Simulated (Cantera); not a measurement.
Cantera run:

```python
import numpy as np
import cantera as ct

gas_names = """
    C CN CO CO2 C2 CCN CNC C2N2 C2O C3 C3O2 C4 C4N2 C5 Cu CuO Cu2 N NCO NO NO2 NO3 N2 N2O O O2 O3
""".split()
cond_names = """
    C(gr) Cu(cr) Cu(L) CuO(s) Cu2O(s) Cu2O(L)
""".split()


# ... load() reads the species with a 1 bar reference pressure and builds the phases ...
atoms = {
    'Cu': {'Cu': 1},
    'CO': {'C': 1, 'O': 1},
    'N2': {'N': 2},
}
top_T = {'C(gr)': 4500, 'CuO(s)': 1390}  # K; cautious upper limits of use, not melting points


# ... equilibrate(T, P, feed) seeds the gas with the atoms and calls Mixture.equilibrate('TP', solver="vcs", rtol=1e-11, max_steps=5000) ...
results = []
feed = {'Cu': 1, 'CO': 1.3, 'N2': 2.9}  # mol
T = 1798.15  # K
P = 25  # Pa
mix = equilibrate(T, P, feed)
results.append((T, P, feed, dict(zip(mix.species_names, mix.species_moles))))
x = sorted(zip(gas.X, gas.species_names), reverse=True)
print(f"T = {T:g} K  P = {P:g} Pa  gas = {mix.phase_moles(0):.4g} mol")
print("   x: " + "  ".join(f"{s} {v:.3e}" for v, s in x if v > 0.0001))
print("   condensed (mol): " + ("  ".join(f"{mix.phase(i).name} {mix.phase_moles(i):.4g}"
      for i in range(1, mix.n_phases) if mix.phase_moles(i) > 1e-12) or "none"))
```

Result:

```
T = 1798.15 K  P = 25 Pa  gas = 5.2 mol
   x: N2 5.577e-01  CO 2.500e-01  Cu 1.922e-01
   condensed (mol): none
```

These are equilibrium values from Cantera (NASA tables, ideal gas, pure condensed phases), not measurements of a reactor.
